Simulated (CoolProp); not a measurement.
Vapour-liquid equilibrium of p-xylene (1) + n-nonane (2) at 63.85 °C; x and y are mole fractions of (1).

Computed with CoolProp (multi-fluid Helmholtz-energy mixture model, Zhou 2012 and Lemmon 2006; pair parameters Bell 2016).

Task: Give the bubble pressure and the first vapour's composition at x = 0.15, 0.45, 0.85. Is there an azeotrope?

Result: x = 0.15: 0.005375 MPa, y = 0.242; x = 0.45: 0.006405 MPa, y = 0.579; x = 0.85: 0.007653 MPa, y = 0.901. No azeotrope shows between x = 0.05 and 0.95.

Pair parameters are fitted to limited data, so mixtures are less certain than the pure fluids.
